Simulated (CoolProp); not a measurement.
Properties of sulfur hexafluoride along the isobar 829 kPa (Tc = 318.7 K, pc = 3755 kPa, ω = 0.210).

Computed with CoolProp (reference Helmholtz-energy equation of state, Guder 2009).

```csv
T (K),phase,speed of sound (m/s),Joule-Thomson coefficient (K/MPa),isothermal compressibility (1/MPa),expansivity (1/kK),Prandtl number
304.1,gas,?,9.857,1.340,4.516,0.813
342.8,gas,138.3,6.752,1.286,3.591,0.785
381.5,gas,148.0,4.980,1.258,3.034,0.769
420.3,gas,156.8,3.840,1.241,2.650,?
459,gas,164.8,3.054,1.230,2.364,0.753
497.8,gas,172.3,2.481,1.223,2.140,0.748
536.5,gas,179.4,2.049,1.217,1.959,0.745
575.3,gas,186.1,1.712,1.214,1.808,0.742
614,gas,192.5,?,1.211,1.681,0.740
```

Task: What belongs in the gaps?

Result: 
- 304.1, speed of sound (m/s): 126.9
- 420.3, Prandtl number: 0.759
- 614, Joule-Thomson coefficient (K/MPa): 1.443

Viscosity comes from a separate model (Quiñones-Cisneros 2012). Thermal conductivity comes from a separate model (Assael 2012).
